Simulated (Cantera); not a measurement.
What does this Cantera script print?

```python
import numpy as np
import cantera as ct

gas_names = """
    C CH CH2 CH3 CH2OH CH3O CH4 CH3OH CN CO CO2 COOH C2 C2H CHCO,ketyl C2H2,acetylene C2H2,vinylidene
    CH2CO,ketene C2H3,vinyl CH3CN CH3CO,acetyl C2H4 C2H4O,ethylen CH3CHO,ethanal CH3COOH (HCOOH)2 C2H5
    C2H6 CH3OCH3 C2H5OH CCN CNC C2N2 C2O C3 C3H3,propargyl C3H4,allene C3H4,propyne C3H4,cyclo-
    C3H5,allyl C3H6,propylene C3H6,cyclo- C3H6O C3H7,n-propyl C3H7,i-propyl C3H8 C3H8O,1propanol
    C3H8O,2propanol C3O2 C4 C4H2 C4H4,1,3-cyclo- C4H6,butadiene C4H6,2-butyne C4H6,cyclo- C4H8,1-butene
    C4H8,cis2-buten C4H8,tr2-butene C4H8,isobutene C4H8,cyclo- (CH3COOH)2 C4H9,n-butyl C4H9,i-butyl
    C4H9,s-butyl C4H9,t-butyl C4H10,isobutane C4H10,n-butane C4N2 C5 C5H6,1,3cyclo- C5H8,cyclo-
    C5H10,1-pentene C5H10,cyclo- C5H11,pentyl C5H11,t-pentyl C5H12,n-pentane C5H12,i-pentane
    CH3C(CH3)2CH3 C6H2 C6H5,phenyl C6H5O,phenoxy C6H6 C6H5OH,phenol C6H10,cyclo- C6H12,1-hexene
    C6H12,cyclo- C6H13,n-hexyl C7H7,benzyl C7H8 C7H8O,cresol C7H14,1-heptene C7H15,n-heptyl
    C7H16,n-heptane C8H8,styrene C8H10,ethylbenz C8H16,1-octene C8H17,n-octyl C8H18,isooctane
    C8H18,n-octane C9H19,n-nonyl C10H8,naphthale C10H21,n-decyl C12H9,o-bipheny C12H10,bipheny Fe FeC5O5
    FeO Fe(OH)2 H HCN HCO HCCN HNC HNCO HNO HNO2 HNO3 HO2 H2 HCHO,formaldehy HCOOH H2O H2O2 N NCO NH NH2
    NH3 NH2OH NO NO2 NO3 N2 N2H2 N2H4 N2O O OH O2 O3
""".split()
cond_names = """
    C(gr) C6H6(L) C7H8(L) C8H18(L),n-octa Fe(a) Fe(c) Fe(d) Fe(L) FeC5O5(L) FeO(s) FeO(L) Fe(OH)2(s)
    Fe(OH)3(s) Fe2O3(s) Fe3O4(s) H2O(s) H2O(L)
""".split()


def load(file, names, dense=False):
    # The tables refer to 1 bar. Condensed volumes are neglected.
    table = {s.name: s for s in ct.Species.list_from_file(file)}
    out = []
    for n in names:
        d = dict(table[n].input_data)
        d["thermo"] = dict(d["thermo"], **{"reference-pressure": 1e5})
        if dense:
            d["equation-of-state"] = {"model": "constant-volume", "density": "1e6 g/cm^3"}
        out.append(ct.Species.from_dict(d))
    return out


gas = ct.Solution(thermo="ideal-gas", species=load("nasa_gas.yaml", gas_names))
cond = {s.name: ct.Solution(thermo="fixed-stoichiometry", species=[s], name=s.name)
        for s in load("nasa_condensed.yaml", cond_names, dense=True)}
atoms = {
    'Fe2O3': {'Fe': 2, 'O': 3},
    'CH4': {'C': 1, 'H': 4},
    'N2': {'N': 2},
}
top_T = {'C(gr)': 4500, 'Fe2O3(s)': 1830, 'Fe3O4(s)': 1870}  # K; cautious upper limits of use, not melting points


def equilibrate(T, P, feed):
    n = {}
    for name, mol in feed.items():
        for a, k in atoms[name].items():
            n[a] = n.get(a, 0.0) + k * mol
    gas.TPX = T, P, n
    mass = sum(n.values()) * gas.mean_molecular_weight
    gas.equilibrate("TP")
    valid = [c for c in cond.values() if c.min_temp <= T <= top_T.get(c.name, c.max_temp)]
    mix = ct.Mixture([(gas, mass / gas.mean_molecular_weight)] + [(c, 0.0) for c in valid])
    mix.T, mix.P = T, P
    mix.equilibrate("TP", solver="vcs", rtol=1e-11, max_steps=5000)
    return mix


results = []
feed = {'Fe2O3': 1, 'CH4': 3.9, 'N2': 8.8}  # mol
T = 2248.15  # K
P = 101325  # Pa
mix = equilibrate(T, P, feed)
results.append((T, P, feed, dict(zip(mix.species_names, mix.species_moles))))
x = sorted(zip(gas.X, gas.species_names), reverse=True)
print(f"T = {T:g} K  P = {P:g} Pa  gas = {mix.phase_moles(0):.4g} mol")
print("   x: " + "  ".join(f"{s} {v:.3e}" for v, s in x if v > 1e-05))
print("   condensed (mol): " + ("  ".join(f"{mix.phase(i).name} {mix.phase_moles(i):.4g}"
      for i in range(1, mix.n_phases) if mix.phase_moles(i) > 1e-12) or "none"))
```

It prints:

```
T = 2248.15 K  P = 101325 Pa  gas = 19.73 mol
   x: N2 4.383e-01  H2 3.840e-01  CO 1.521e-01  HCN 1.440e-02  H 4.526e-03  Fe 4.216e-03  C2H2,acetylene 1.273e-03  HNC 1.221e-03  CH4 3.548e-05
   condensed (mol): C(gr) 0.5402  Fe(L) 1.917
```

Method: chemical equilibrium by Gibbs-energy minimisation in Cantera with the NASA 1993 tables (ideal gas, pure condensed phases). Iron dissolves carbon and melts from about 1420 K in contact with it, which pure phases cannot show. Condensed phases not in the tables: cementite and carbon dissolved in iron.
